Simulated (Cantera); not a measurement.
**Thermodynamics of tantalum, niobium, vanadium and zirconium in process gases, feed V + N2**

Charge: 1 mol V, 14 mol N2, equilibrated at 1552 °C and 1330 Pa.

Cantera equilibrium calculation (NASA polynomials, part measured and part estimated; ideal gas, pure solids and liquids). Candidate condensed phases: V, VN; 4 gas species. VN: taken at fixed stoichiometry. Condensed phases not in the tables: V2N. Kinetics and transport are ignored.

```json
{
 "x(N2)": "1.000",
 "x(V)": "1.09e-6",
 "n(VN(s))": "1.000 mol",
 "gas_amount": "13.50 mol",
 "log10 activity of V(s) (absent)": "-0.94"
}
```
